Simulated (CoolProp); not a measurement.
Ethylene at several states: Z from the reference equation and from simpler models built on Tc = 282.4 K, pc = 5.042 MPa, ω = 0.087; each cubic takes its own stable root.

Model: reference Helmholtz-energy equation of state, Smukala 2000, in CoolProp.

```csv
T (K),p (MPa),phase,reference
329.9,0.0381,gas,0.9984
269.9,1.96,gas,0.8275
235.4,0.677,gas,0.9154
```

### Question
How far does each simpler model (Pitzer virial, Peng-Robinson) lie from the reference over these 3 states: mean and median of the absolute difference, and the worst?

### Answer
- Pitzer virial: mean 0.9 %, median 0.4 %, worst +2.3 % at 269.9 K and 1.96 MPa
- Peng-Robinson: mean 0.7 %, median 0.5 %, worst -1.7 % at 269.9 K and 1.96 MPa
